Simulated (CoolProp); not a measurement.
Vapour pressure (bar) of R115: the reference equation beside estimates from Tc = 353.1 K, pc = 31.29 bar, ω = 0.248. Clausius-Clapeyron is anchored at 233 K with a constant enthalpy of vaporisation of 19.42 kJ/mol.

Values from CoolProp's reference Helmholtz-energy equation of state, Lemmon 2016.

```json
[
 {"T (K)": "192.9", "reference": "0.1015", "Lee-Kesler": "0.09788", "Clausius-Clapeyron": "0.1209", "van der Waals": "1.548"},
 {"T (K)": "202.9", "reference": "0.1968", "Lee-Kesler": "0.1913", "Clausius-Clapeyron": "0.2197", "van der Waals": "2.108"},
 {"T (K)": "212.9", "reference": "0.3548", "Lee-Kesler": "0.3475", "Clausius-Clapeyron": "0.3772", "van der Waals": "2.796"},
 {"T (K)": "223", "reference": "0.6044", "Lee-Kesler": "0.5965", "Clausius-Clapeyron": "0.6199", "van der Waals": "3.631"},
 {"T (K)": "233", "reference": "0.9717", "Lee-Kesler": "0.9650", "Clausius-Clapeyron": "0.9717", "van der Waals": "4.609"},
 {"T (K)": "243", "reference": "1.494", "Lee-Kesler": "1.491", "Clausius-Clapeyron": "1.468", "van der Waals": "5.748"},
 {"T (K)": "253", "reference": "2.209", "Lee-Kesler": "2.213", "Clausius-Clapeyron": "2.146", "van der Waals": "7.057"},
 {"T (K)": "263", "reference": "3.159", "Lee-Kesler": "3.174", "Clausius-Clapeyron": "3.049", "van der Waals": "8.546"},
 {"T (K)": "273", "reference": "4.388", "Lee-Kesler": "4.417", "Clausius-Clapeyron": "4.221", "van der Waals": "10.22"},
 {"T (K)": "283", "reference": "5.944", "Lee-Kesler": "5.988", "Clausius-Clapeyron": "5.711", "van der Waals": "12.10"},
 {"T (K)": "293", "reference": "7.876", "Lee-Kesler": "7.935", "Clausius-Clapeyron": "7.568", "van der Waals": "14.18"},
 {"T (K)": "303", "reference": "10.24", "Lee-Kesler": "10.31", "Clausius-Clapeyron": "9.846", "van der Waals": "16.46"},
 {"T (K)": "313", "reference": "13.09", "Lee-Kesler": "13.18", "Clausius-Clapeyron": "12.60", "van der Waals": "18.97"}
]
```

Absolute difference from the reference over all 13 rows, mean and median: Lee-Kesler 1.1 and 0.7 %, Clausius-Clapeyron 5.1 and 3.8 %, van der Waals 388.9 and 219.5 %.
